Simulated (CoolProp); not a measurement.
Properties of water along the isobar 0.772 MPa (Tc = 647.1 K, pc = 22.06 MPa, ω = 0.344).

Values from CoolProp's reference Helmholtz-energy equation of state, Wagner 2002.

```json
[
 {"T (K)": "566.8", "phase": "gas", "isothermal compressibility (1/MPa)": "1.322", "conductivity (mW/(m K))": "44.1"},
 {"T (K)": "578.5", "phase": "gas", "isothermal compressibility (1/MPa)": "1.320", "conductivity (mW/(m K))": "45.2"},
 {"T (K)": "590.2", "phase": "gas", "isothermal compressibility (1/MPa)": "1.318", "conductivity (mW/(m K))": "___"},
 {"T (K)": "601.9", "phase": "gas", "isothermal compressibility (1/MPa)": "1.316", "conductivity (mW/(m K))": "___"},
 {"T (K)": "613.7", "phase": "gas", "isothermal compressibility (1/MPa)": "1.315", "conductivity (mW/(m K))": "48.9"},
 {"T (K)": "625.4", "phase": "gas", "isothermal compressibility (1/MPa)": "1.313", "conductivity (mW/(m K))": "50.1"},
 {"T (K)": "637.1", "phase": "gas", "isothermal compressibility (1/MPa)": "1.312", "conductivity (mW/(m K))": "___"},
 {"T (K)": "648.8", "phase": "gas", "isothermal compressibility (1/MPa)": "1.311", "conductivity (mW/(m K))": "52.7"},
 {"T (K)": "660.5", "phase": "gas", "isothermal compressibility (1/MPa)": "1.310", "conductivity (mW/(m K))": "54.0"},
 {"T (K)": "672.2", "phase": "gas", "isothermal compressibility (1/MPa)": "1.309", "conductivity (mW/(m K))": "___"},
 {"T (K)": "684", "phase": "gas", "isothermal compressibility (1/MPa)": "1.308", "conductivity (mW/(m K))": "56.6"},
 {"T (K)": "695.7", "phase": "gas", "isothermal compressibility (1/MPa)": "1.307", "conductivity (mW/(m K))": "___"}
]
```

Q: Complete the blanks.

A: 
- 590.2, conductivity (mW/(m K)): 46.4
- 601.9, conductivity (mW/(m K)): 47.6
- 637.1, conductivity (mW/(m K)): 51.4
- 672.2, conductivity (mW/(m K)): 55.3
- 695.7, conductivity (mW/(m K)): 57.9

Thermal conductivity comes from a separate model (Huber 2012).
